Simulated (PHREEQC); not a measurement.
A solution holds 0.01 mol HF, 0.17 mol NH4HF2, 5.3e-05 mol H4SiO4 and 0.004 mol H2SO4 per kg of water, at 25 °C. Closed to the air; pH follows from the charge balance.

Model: ion-association model, phreeqc.dat, run in PHREEQC.

Precipitation was switched off in this run.

Order these S species by the share of S that they hold, largest first: HSO4-, NH4SO4-, SO4-2.

SO4-2 (60 %), NH4SO4- (37 %), HSO4- (2.8 %)

The pH is 2.93 and the ionic strength 0.172 mol/kgw. Complexes and solids missing from the database can't appear. SiF6-2 is the database's only silicon fluoride.
